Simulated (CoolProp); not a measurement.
20 sccm (0 °C, 1 atm) of nitrogen bubbles through liquid the fluoroketone C6F12O (FK-5-1-12) at 274.8 K and leaves saturated at a total pressure of 0.15 MPa (ideal gas phase). Each further row changes one setting.

Computed with CoolProp (reference Helmholtz-energy equation of state, McLinden 2015).

```tsv
case	vapour pressure (kPa)	mole fraction of vapour	delivery (mg/min)	delivery (sccm)	change of delivery for a bath 1 K warmer (%)
as stated	13.6	0.0906	28.1	1.99	5.8
bath temperature 279.8 K	17.5	0.117	[?]	[?]	[?]
total pressure 0.3 MPa	13.6	0.0453	[?]	[?]	5.6
```

Question: Complete the blanks.

Answer: 
- bath temperature 279.8 K, delivery (mg/min): 37.2
- bath temperature 279.8 K, delivery (sccm): 2.64
- bath temperature 279.8 K, change of delivery for a bath 1 K warmer (%): 5.7
- total pressure 0.3 MPa, delivery (mg/min): 13.4
- total pressure 0.3 MPa, delivery (sccm): 0.948
